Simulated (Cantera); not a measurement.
Adiabatic ignition

An adiabatic, constant-pressure homogeneous reactor starts with 7.48 % CH₄, 19.4 % O₂, 73.1 % N₂, at 1425 K and 7.80 atm.

Model: GRI-Mech 3.0 (53 species, 325 reactions), integrated in Cantera.

```json
[
 {"t (s)": "4.00e-6", "T (K)": "1425", "x CH₄": "0.0748", "x O₂": "0.194", "x H₂O": "1.68e-7", "x C₂H₂": "<1e-12", "x H": "1.92e-9"},
 {"t (s)": "1.24e-5", "T (K)": "1425", "x CH₄": "0.0748", "x O₂": "0.194", "x H₂O": "1.70e-6", "x C₂H₂": "<1e-12", "x H": "4.41e-9"},
 {"t (s)": "3.83e-5", "T (K)": "1425", "x CH₄": "0.0748", "x O₂": "0.194", "x H₂O": "2.33e-5", "x C₂H₂": "6.68e-12", "x H": "2.10e-8"},
 {"t (s)": "0.000119", "T (K)": "1427", "x CH₄": "0.0744", "x O₂": "0.194", "x H₂O": "0.000300", "x C₂H₂": "2.34e-9", "x H": "9.35e-8"},
 {"t (s)": "0.000367", "T (K)": "1468", "x CH₄": "0.0668", "x O₂": "0.188", "x H₂O": "0.00712", "x C₂H₂": "1.81e-6", "x H": "2.58e-6"},
 {"t (s)": "0.00114", "T (K)": "2716", "x CH₄": "<1e-12", "x O₂": "0.0431", "x H₂O": "0.137", "x C₂H₂": "<1e-12", "x H": "0.00131"},
 {"t (s)": "0.00352", "T (K)": "2709", "x CH₄": "<1e-12", "x O₂": "0.0409", "x H₂O": "0.137", "x C₂H₂": "<1e-12", "x H": "0.00128"},
 {"t (s)": "0.0109", "T (K)": "2709", "x CH₄": "<1e-12", "x O₂": "0.0409", "x H₂O": "0.137", "x C₂H₂": "<1e-12", "x H": "0.00128"},
 {"t (s)": "0.0337", "T (K)": "2709", "x CH₄": "<1e-12", "x O₂": "0.0409", "x H₂O": "0.137", "x C₂H₂": "<1e-12", "x H": "0.00128"},
 {"t (s)": "0.104", "T (K)": "2709", "x CH₄": "<1e-12", "x O₂": "0.0409", "x H₂O": "0.137", "x C₂H₂": "<1e-12", "x H": "0.00128"},
 {"t (s)": "0.323", "T (K)": "2709", "x CH₄": "<1e-12", "x O₂": "0.0409", "x H₂O": "0.137", "x C₂H₂": "<1e-12", "x H": "0.00128"},
 {"t (s)": "1.00", "T (K)": "2709", "x CH₄": "<1e-12", "x O₂": "0.0409", "x H₂O": "0.137", "x C₂H₂": "<1e-12", "x H": "0.00128"}
]
```
x: mole fraction; the columns are a selection and need not sum to one.

```
Property                                                           Value
---------------------------------  -------------------------------------
time of steepest temperature rise                               0.433 ms
temperature at 1.00 s                                             2709 K
equilibrium temperature                                           2709 K
x(CH₄) at 1.00 s                   <1e-12 (gas-phase equilibrium <1e-12)
x(O₂) at 1.00 s                    0.0409 (gas-phase equilibrium 0.0409)
x(H₂O) at 1.00 s                     0.137 (gas-phase equilibrium 0.137)
```
